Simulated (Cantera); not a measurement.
An isothermal, constant-pressure homogeneous reactor starts with NO : N2 = 1 : 3.9 (molar parts), at 2200 K and 1.28 atm. Integrator tolerance rtol = 1e-08.

Model: GRI-Mech 3.0 (53 species, 325 reactions), integrated in Cantera.

What does this change do: temperature 2200 to 1425 K?


```tsv
quantity	before	after
x(NO) at 8.00 s	0.00917 (gas-phase equilibrium 0.00917)	0.201 (gas-phase equilibrium 0.000621)
x(N2O) at 8.00 s	6.19e-7 (gas-phase equilibrium 6.19e-7)	1.30e-5 (gas-phase equilibrium 4.75e-8)
x(O2) at 8.00 s	0.0970 (gas-phase equilibrium 0.0970)	0.00133 (gas-phase equilibrium 0.102)
x(N2) at 8.00 s	0.893 (gas-phase equilibrium 0.893)	0.797 (gas-phase equilibrium 0.898)
x(O) at 8.00 s	0.000743 (gas-phase equilibrium 0.000743)	5.86e-8 (gas-phase equilibrium 3.91e-7)
```
